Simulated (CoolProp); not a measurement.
Vapour-liquid equilibrium of propane (1) + n-butane (2) at 259.1 K; x and y are mole fractions of (1).

The numbers come from the multi-fluid Helmholtz-energy mixture model, Lemmon 2009 and Bücker 2006; pair parameters Kunz 2012 in CoolProp.

Q: Give the bubble pressure and the first vapour's composition at x = 0.275, 0.575, 0.8. Is there an azeotrope?

A: x = 0.275: 1.227 bar, y = 0.643; x = 0.575: 1.951 bar, y = 0.864; x = 0.8: 2.506 bar, y = 0.948. No azeotrope shows between x = 0.05 and 0.95.

The pair parameters rest on a limited set of measurements; away from them the model extrapolates.
